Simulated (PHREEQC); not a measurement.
**Brine**

Make-up at 79 °C: 0.77 mol K2CO3, 0.16 mol Na2SO4 and 0.26 mol KBr per kg of water. Closed to the air; pH follows from the charge balance.

All values are PHREEQC results (ion-association model with all activity coefficients set to 1, phreeqc.dat), not measurements.

- pH = 11.19
- ionic strength = 2.07 mol/kgw
- activity of water = 0.951
- total alkalinity = 1540 meq/kg

```csv
species,molality,activity,log γ
K+,1.65,1.65,0.000
CO3-2,0.418,0.418,0.000
NaCO3-,0.316,0.316,0.000
Br-,0.260,0.260,0.000
KSO4-,0.154,0.154,0.000
OH-,0.0362,0.0362,0.000
HCO3-,0.0361,0.0361,0.000
```

This is a speciation only: nothing precipitates in the calculation. The ionic strength is past about 0.7 mol/kgw, beyond the range of this activity model, so the values are rough. At this temperature some constants are extrapolated from 25 °C, and those without enthalpy data are left unchanged.
